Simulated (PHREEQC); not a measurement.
A solution holds 23 mmol/kgw Cu(BF4)2 and 0.015 mmol/kgw Na2SO4, at 25 °C. Closed to the air; pH follows from the charge balance.

Equilibrium calculation in PHREEQC: ion-association model, phreeqc.dat.

Q: The ionic strength comes out as 0.0701 mol/kgw. What activity coefficients do Cu+2, BF4-, BF2(OH)2-, HF2-, CuF+ get?

A: Cu+2 0.44, BF4- 0.80, BF2(OH)2- 0.80, HF2- 0.80, CuF+ 0.80.

This is a speciation only: nothing precipitates in the calculation. Real BF4- forms and hydrolyses slowly; the run takes it at equilibrium.
